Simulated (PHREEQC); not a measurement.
Consider water at 10 °C with 0.0054 mol NaHS per kg of water. Closed to the air; pH follows from the charge balance.

Equilibrium calculation in PHREEQC: ion-association model, wateq4f.dat.

```json
{
  "pH": "9.66",
  "ionic_strength": "0.00540 mol/kgw",
  "total_alkalinity": "5.40 meq/kg"
}
```

```
species  molality  activity   log γ
-------  --------  --------  ------
Na+       0.00540   0.00500  -0.033
HS-       0.00538   0.00498  -0.034
H2S       1.58e-5   1.58e-5   0.001
OH-       1.46e-5   1.35e-5  -0.034
S-2       1.27e-6   9.39e-7  -0.131
```

This is a speciation only: nothing precipitates in the calculation. Species that the database lacks are ignored. Away from 25 °C the constants follow the database's enthalpies or fits; those with neither stay at their 25 °C values. The polysulfide entries of wateq4f.dat were taken out for this run.
